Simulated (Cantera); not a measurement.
Charge: 1 mol Si3N4, 36 mol HF, equilibrated at 848.15 K and 1.33 mbar.

Equilibrium computed with Cantera from the NASA thermochemical tables; the gas is ideal and each condensed phase is pure. Candidate condensed phases: Si, Si3N4; 37 gas species. The numbers say what is thermodynamically allowed, not how fast it happens.

Base state: HF 0.686, H2 0.171, SiF4 0.0857, N2 0.0571 (mole fractions); condensed: gas only.

Q: What changes in the equilibrium state with this change: Si3N4 replaced by BN?

A: 
```
species  before   after
-------  ------  ------
HF        0.686   0.917
H2        0.171  0.0417
BF3           0  0.0278
SiF4     0.0857       0
N2       0.0571  0.0139
```
Further candidate phases: B, BN.
